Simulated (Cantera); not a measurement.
Input (Python, Cantera) and output of one run.

```python
import numpy as np
import cantera as ct

gas_names = """
    Fe FeO O O2 O3 S SO SO2 SO3 S2 S2O S8
""".split()
cond_names = """
    Fe(a) Fe(c) Fe(d) Fe(L) FeO(s) FeO(L) FeS(a) FeS(b) FeS(c) FeS(L) FeSO4(s) FeS2(s) Fe2O3(s)
    Fe2S3O12(s) Fe3O4(s) S(cr1) S(cr2) S(L)
""".split()


# ... load() reads the species with a 1 bar reference pressure and builds the phases ...
atoms = {
    'FeS2': {'Fe': 1, 'S': 2},
    'O2': {'O': 2},
}
top_T = {'FeSO4(s)': 950, 'FeS2(s)': 1010, 'Fe2O3(s)': 1830, 'Fe2S3O12(s)': 1100, 'Fe3O4(s)': 1870}  # K; cautious upper limits of use, not melting points


# ... equilibrate(T, P, feed) seeds the gas with the atoms and calls Mixture.equilibrate('TP', solver="vcs", rtol=1e-11, max_steps=5000) ...
results = []
feed = {'FeS2': 1, 'O2': 4.4}  # mol
T = 1650  # K
P = 101325  # Pa
mix = equilibrate(T, P, feed)
results.append((T, P, feed, dict(zip(mix.species_names, mix.species_moles))))
x = sorted(zip(gas.X, gas.species_names), reverse=True)
print(f"T = {T:g} K  P = {P:g} Pa  gas = {mix.phase_moles(0):.4g} mol")
print("   x: " + "  ".join(f"{s} {v:.3e}" for v, s in x if v > 1e-06))
print("   condensed (mol): " + ("  ".join(f"{mix.phase(i).name} {mix.phase_moles(i):.4g}"
      for i in range(1, mix.n_phases) if mix.phase_moles(i) > 1e-12) or "none"))
```

It prints:

```
T = 1650 K  P = 101325 Pa  gas = 3.638 mol
   x: SO2 5.430e-01  O2 4.502e-01  SO3 6.847e-03  O 1.726e-05  SO 2.549e-06
   condensed (mol): Fe2O3(s) 0.5
```

Equilibrium computed with Cantera from the NASA thermochemical tables; the gas is ideal and each condensed phase is pure.
